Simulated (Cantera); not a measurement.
Cantera run:

```python
import numpy as np
import cantera as ct

gas_names = """
    F FO FO2 F2 F2O H HF HOF HO2 H2 H2F2 H2O H2O2 H3F3 H4F4 H5F5 H6F6 H7F7 O OH O2 O3 Si SiF SiF2 SiF3
    SiF4 SiH SiHF3 SiH2 SiH2F2 SiH3 SiH3F SiH4 SiO SiO2 Si2 Si3
""".split()
cond_names = """
    H2O(s) H2O(L) Si(cr) Si(L) SiO2(Lqz) SiO2(hqz) SiO2(L)
""".split()


# ... load() reads the species with a 1 bar reference pressure and builds the phases ...
atoms = {
    'SiO2': {'Si': 1, 'O': 2},
    'HF': {'H': 1, 'F': 1},
}
top_T = {}  # K; cautious upper limits of use, not melting points


# ... equilibrate(T, P, feed) seeds the gas with the atoms and calls Mixture.equilibrate('TP', solver="vcs", rtol=1e-11, max_steps=5000) ...
results = []
feed = {'SiO2': 1, 'HF': 6.9}  # mol
T = 1075  # K
P = 64000  # Pa
mix = equilibrate(T, P, feed)
results.append((T, P, feed, dict(zip(mix.species_names, mix.species_moles))))
print(gas.report(threshold=0.001))
for i in range(1, mix.n_phases):
    print(f"{mix.phase(i).name:16s} {mix.phase_moles(i):12.5e} mol")
```

Output:

```
       temperature   1075 K
          pressure   64000 Pa
           density   0.24045 kg/m^3
  mean mol. weight   33.581 kg/kmol
   phase of matter   gas

                          1 kg             1 kmol
                     ---------------   ---------------
          enthalpy       -1.3583e+07       -4.5612e+08  J
   internal energy       -1.3849e+07       -4.6506e+08  J
           entropy            7854.7        2.6377e+05  J/K
    Gibbs function       -2.2027e+07       -7.3967e+08  J
 heat capacity c_p            1393.1             46781  J/K
 heat capacity c_v            1145.5             38466  J/K

                      mass frac. Y      mole frac. X     chem. pot. / RT
                     ---------------   ---------------   ---------------
                HF           0.29283           0.49152            -54.52
               H2O           0.18185           0.33898           -53.679
              SiF4           0.52531           0.16949           -222.79
     [  +35 minor]        6.0049e-06        5.6502e-06

Si(cr)            0.00000e+00 mol
SiO2(hqz)         0.00000e+00 mol
```

These are equilibrium values from Cantera (NASA tables, ideal gas, pure condensed phases), not measurements of a reactor.
